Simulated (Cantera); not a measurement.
Input: 1 mol SiO2, 1.7 mol F2, 13 mol H2, equilibrated at 825 °C and 0.550 bar.

These are equilibrium values from Cantera (NASA tables, ideal gas, pure condensed phases), not measurements of a reactor. Rates play no part.

| species | before | after |
|---|---|---|
| H2 | 0.793 | 0.784 |
| HF | 0.112 | 0.157 |
| H2O | 0.0631 | 0.0396 |
| SiF4 | 0.0315 | 0.0198 |
| SiF3 | 6.85e-8 | 1.65e-5 |
| SiHF3 | 2.07e-6 | 2.71e-5 |
| SiO2(β-quartz), mol | 0.550 | 0.715 |
Gas species are given as mole fractions.

Q: What was changed between the two runs?
(A) pressure from 0.550 bar to 49.0 Pa
(B) H2 from 13 to 0.32 mol
(C) F2 from 1.7 to 2.3 mol
(D) temperature from 825 °C to 1150 °C

A: D, temperature from 825 °C to 1150 °C. The tables' values for SiF3 are old estimates; treat these amounts as uncertain. The tables hold silica as quartz up to 1696 K and as liquid above; real silica turns to tridymite and cristobalite and melts near 1996 K. Gases not in the tables: Si(OH)4
